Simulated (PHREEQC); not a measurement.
NaOH is added in steps, without added water, to 1 kg of water holding 0.29 mol HF, 0.062 mol (CH3)4NF and 0.0001 mol H2SO4, at 25 °C. Oxygen is held at 0.21 atm. The system is closed to CO2. No solid was allowed to form.

Base run: PHREEQC, ion-association model, wateq4f.dat. Each further column changes one thing. The table gives HF (mol/kgw).

```json
[
 {"NaOH added (mol)": "0", "base": "0.148", "(CH3)4NF replaced by NaBF4 at the same molality": "0.150", "diluted 5-fold with water": "0.0433", "H2SO4 left out": "0.147", "solids may form": "0.148"},
 {"NaOH added (mol)": "0.02325", "base": "0.136", "(CH3)4NF replaced by NaBF4 at the same molality": "0.142", "diluted 5-fold with water": "[?]", "H2SO4 left out": "0.136", "solids may form": "0.136"},
 {"NaOH added (mol)": "0.0465", "base": "0.124", "(CH3)4NF replaced by NaBF4 at the same molality": "0.131", "diluted 5-fold with water": "0.00899", "H2SO4 left out": "0.124", "solids may form": "0.124"},
 {"NaOH added (mol)": "0.06975", "base": "0.112", "(CH3)4NF replaced by NaBF4 at the same molality": "0.119", "diluted 5-fold with water": "8.63e-11", "H2SO4 left out": "0.112", "solids may form": "0.112"},
 {"NaOH added (mol)": "0.093", "base": "0.0993", "(CH3)4NF replaced by NaBF4 at the same molality": "0.107", "diluted 5-fold with water": "2.86e-11", "H2SO4 left out": "[?]", "solids may form": "0.0993"},
 {"NaOH added (mol)": "0.1163", "base": "0.0869", "(CH3)4NF replaced by NaBF4 at the same molality": "0.0939", "diluted 5-fold with water": "1.69e-11", "H2SO4 left out": "0.0868", "solids may form": "0.0869"},
 {"NaOH added (mol)": "0.1395", "base": "0.0745", "(CH3)4NF replaced by NaBF4 at the same molality": "0.0810", "diluted 5-fold with water": "1.20e-11", "H2SO4 left out": "0.0744", "solids may form": "0.0745"},
 {"NaOH added (mol)": "0.1705", "base": "0.0580", "(CH3)4NF replaced by NaBF4 at the same molality": "0.0636", "diluted 5-fold with water": "8.54e-12", "H2SO4 left out": "0.0579", "solids may form": "0.0580"},
 {"NaOH added (mol)": "0.1938", "base": "0.0459", "(CH3)4NF replaced by NaBF4 at the same molality": "0.0507", "diluted 5-fold with water": "[?]", "H2SO4 left out": "0.0457", "solids may form": "0.0459"},
 {"NaOH added (mol)": "0.217", "base": "0.0340", "(CH3)4NF replaced by NaBF4 at the same molality": "[?]", "diluted 5-fold with water": "5.91e-12", "H2SO4 left out": "0.0339", "solids may form": "0.0340"},
 {"NaOH added (mol)": "0.2402", "base": "0.0226", "(CH3)4NF replaced by NaBF4 at the same molality": "0.0256", "diluted 5-fold with water": "5.10e-12", "H2SO4 left out": "0.0225", "solids may form": "0.0226"},
 {"NaOH added (mol)": "0.2635", "base": "0.0117", "(CH3)4NF replaced by NaBF4 at the same molality": "0.0139", "diluted 5-fold with water": "4.48e-12", "H2SO4 left out": "0.0116", "solids may form": "0.0117"},
 {"NaOH added (mol)": "0.2868", "base": "0.00146", "(CH3)4NF replaced by NaBF4 at the same molality": "0.00467", "diluted 5-fold with water": "[?]", "H2SO4 left out": "0.00138", "solids may form": "0.00146"},
 {"NaOH added (mol)": "0.31", "base": "2.27e-10", "(CH3)4NF replaced by NaBF4 at the same molality": "0.00171", "diluted 5-fold with water": "3.58e-12", "H2SO4 left out": "2.25e-10", "solids may form": "2.27e-10"}
]
```

**Question.** Some entries are withheld; supply them.

**Answer.** 
- 0.02325, diluted 5-fold with water: 0.0268
- 0.093, H2SO4 left out: 0.0992
- 0.1938, diluted 5-fold with water: 7.00e-12
- 0.217, (CH3)4NF replaced by NaBF4 at the same molality: 0.0379
- 0.2868, diluted 5-fold with water: 3.98e-12

(CH3)4N+ isn't in the database: it is added as a free cation with an ion size of 4 Å. wateq4f.dat counts part of the HF as a dimer, H2F2, which phreeqc.dat doesn't know; its constant is uncertain. Real BF4- forms and hydrolyses slowly; the run takes it at equilibrium. Solids allowed in the column 'solids may form': Mirabilite.
